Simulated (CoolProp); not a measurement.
Saturation properties of tetrahydrofuran.

Computed with CoolProp (reference Helmholtz-energy equation of state, Fiedler 2023).

```json
[
 {"T (K)": "386", "p (MPa)": "0.3757", "liquid density (kg/m³)": "778.7", "vapour density (kg/m³)": "9.114", "enthalpy of vaporisation (kJ/kg)": "378.7"},
 {"T (K)": "395.1", "p (MPa)": "0.4651", "liquid density (kg/m³)": "767.0", "vapour density (kg/m³)": "11.17", "enthalpy of vaporisation (kJ/kg)": "370.5"},
 {"T (K)": "404.1", "p (MPa)": "0.5685", "liquid density (kg/m³)": "___", "vapour density (kg/m³)": "13.55", "enthalpy of vaporisation (kJ/kg)": "362.1"},
 {"T (K)": "413.2", "p (MPa)": "0.6896", "liquid density (kg/m³)": "742.6", "vapour density (kg/m³)": "16.35", "enthalpy of vaporisation (kJ/kg)": "353.2"},
 {"T (K)": "422.2", "p (MPa)": "0.8275", "liquid density (kg/m³)": "729.9", "vapour density (kg/m³)": "19.56", "enthalpy of vaporisation (kJ/kg)": "___"},
 {"T (K)": "431.3", "p (MPa)": "___", "liquid density (kg/m³)": "___", "vapour density (kg/m³)": "23.32", "enthalpy of vaporisation (kJ/kg)": "334.1"},
 {"T (K)": "440.3", "p (MPa)": "1.166", "liquid density (kg/m³)": "703.0", "vapour density (kg/m³)": "27.61", "enthalpy of vaporisation (kJ/kg)": "323.8"},
 {"T (K)": "449.4", "p (MPa)": "1.370", "liquid density (kg/m³)": "688.6", "vapour density (kg/m³)": "32.63", "enthalpy of vaporisation (kJ/kg)": "312.6"},
 {"T (K)": "458.5", "p (MPa)": "1.600", "liquid density (kg/m³)": "673.5", "vapour density (kg/m³)": "38.45", "enthalpy of vaporisation (kJ/kg)": "300.7"},
 {"T (K)": "467.5", "p (MPa)": "1.855", "liquid density (kg/m³)": "657.7", "vapour density (kg/m³)": "45.16", "enthalpy of vaporisation (kJ/kg)": "288.0"},
 {"T (K)": "476.6", "p (MPa)": "2.142", "liquid density (kg/m³)": "640.6", "vapour density (kg/m³)": "53.12", "enthalpy of vaporisation (kJ/kg)": "274.0"},
 {"T (K)": "485.6", "p (MPa)": "2.458", "liquid density (kg/m³)": "622.4", "vapour density (kg/m³)": "62.45", "enthalpy of vaporisation (kJ/kg)": "258.7"},
 {"T (K)": "494.7", "p (MPa)": "2.813", "liquid density (kg/m³)": "602.0", "vapour density (kg/m³)": "73.82", "enthalpy of vaporisation (kJ/kg)": "241.5"},
 {"T (K)": "503.7", "p (MPa)": "3.202", "liquid density (kg/m³)": "579.4", "vapour density (kg/m³)": "87.72", "enthalpy of vaporisation (kJ/kg)": "221.9"}
]
```

### Question
Fill in the missing entries.

### Answer

- 404.1, liquid density (kg/m³): 755.0
- 422.2, enthalpy of vaporisation (kJ/kg): 344.0
- 431.3, p (MPa): 0.9868
- 431.3, liquid density (kg/m³): 716.7

It boils at 339.1 K under 1 atm.
